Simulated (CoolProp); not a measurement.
The fluoroketone C6F12O (FK-5-1-12) at 483.27 K and 2 MPa is throttled through a valve to 1.14 MPa with no heat exchange. Each further row changes one setting.

Computed with CoolProp (reference Helmholtz-energy equation of state, McLinden 2015).

```csv
case,temperature change (K),final density (kg/m³)
as stated,___,___
outlet pressure 0.342 MPa,___,___
outlet pressure 1.48 MPa,___,___
```

Problem. Some entries are withheld; supply them.

Solution. 
- as stated, temperature change (K): -7.8
- as stated, final density (kg/m³): 111
- outlet pressure 0.342 MPa, temperature change (K): -13.9
- outlet pressure 0.342 MPa, final density (kg/m³): 29.2
- outlet pressure 1.48 MPa, temperature change (K): -4.9
- outlet pressure 1.48 MPa, final density (kg/m³): 153
